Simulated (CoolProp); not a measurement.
The fluid at 298.15 K and 9.11 MPa (liquid) is heated at constant pressure to 339.8 K. The same conditions are run with several fluids, on thermodynamics alone (safety and materials aside).

Computed with CoolProp (reference Helmholtz-energy equation of state of each fluid (c-C4F8 (RC318): Platzer 1990; R115: Lemmon 2016; ethanol: Schroeder 2014; 1,2-dichloroethane: Thol 2015; isobutane: Bücker 2006)). The equations of Platzer and Polt are older, rougher fits.

Problem. Rank c-C4F8 (RC318), R115, ethanol, 1,2-dichloroethane, isobutane by heat (kJ/kg), highest first.

Solution. ethanol (108), isobutane (103), 1,2-dichloroethane (54.6), c-C4F8 (RC318) (46.4), R115 (44.7)

```tsv
fluid	final density (kg/m³)
c-C4F8 (RC318)	1400
R115	1190
ethanol	758
1,2-dichloroethane	1200
isobutane	519
```
